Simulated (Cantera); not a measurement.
A Cantera script and its output.

```python
import numpy as np
import cantera as ct

gas = ct.Solution("SiF4_NH3_mec.yaml", "gas")
gas.TPX = 2398, 180000, {'NH3': 2.4, 'N2': 23}
inlet = ct.Reservoir(gas, clone=True)

reactor = ct.IdealGasConstPressureReactor(gas, energy="off", clone=False)
exhaust = ct.Reservoir(gas, clone=True)
tau = [14, 4.6, 1.4, 0.45, 0.14, 0.045, 0.014, 0.0045][0]
for a, b in ((inlet, reactor), (reactor, exhaust)):
    ct.MassFlowController(a, b, mdot=lambda t: reactor.mass / tau)
net = ct.ReactorNet([reactor])
show = ['NH3', 'N', 'N2H2', 'N2', 'NH2', 'H2', 'H']

rows = []
print(f"{'tau/s':>10s}{'T/K':>9s}" + "".join(f"{s:>11s}" for s in show))
for tau in [14, 4.6, 1.4, 0.45, 0.14, 0.045, 0.014, 0.0045]:
    net.initial_time = 0.0
    net.advance(30 * tau)
    before = gas.X
    net.advance(40 * tau)
    drift = np.max(np.abs(gas.X - before) / (gas.X + 1e-9))
    rows.append([gas.T, *gas[show].X, drift])
    print(f"{tau:10.3e}{gas.T:9.1f}" + "".join(f"{x:11.3e}" for x in gas[show].X))
```

Result:

```
     tau/s      T/K        NH3          N       N2H2         N2        NH2         H2          H
 1.400e+01   2398.0  1.617e-05  1.361e-06  3.734e-11  8.687e-01  1.727e-06  1.271e-01  4.203e-03
 4.600e+00   2398.0  2.851e-05  2.356e-06  1.043e-10  8.687e-01  3.028e-06  1.271e-01  4.181e-03
 1.400e+00   2398.0  5.364e-05  4.181e-06  3.373e-10  8.687e-01  5.586e-06  1.271e-01  4.107e-03
 4.500e-01   2398.0  1.054e-04  6.931e-06  1.093e-09  8.688e-01  1.038e-05  1.271e-01  3.891e-03
 1.400e-01   2398.0  2.660e-04  1.014e-05  4.083e-09  8.692e-01  2.188e-05  1.273e-01  3.261e-03
 4.500e-02   2398.0  1.008e-03  1.081e-05  1.714e-08  8.699e-01  5.470e-05  1.268e-01  2.146e-03
 1.400e-02   2398.0  3.959e-03  1.053e-05  6.923e-08  8.714e-01  1.371e-04  1.232e-01  1.330e-03
 4.500e-03   2398.0  1.199e-02  1.071e-05  2.294e-07  8.745e-01  2.976e-04  1.123e-01  8.718e-04
```

Cantera simulation using the gas-phase N/H chemistry of the illustrative SiF4/NH3 mechanism in the Surface Chemkin manual (1991); the numbers are that mechanism's predictions, not measurements. Walls and surfaces, which speed up NH3 decomposition in real reactors, are not modelled.
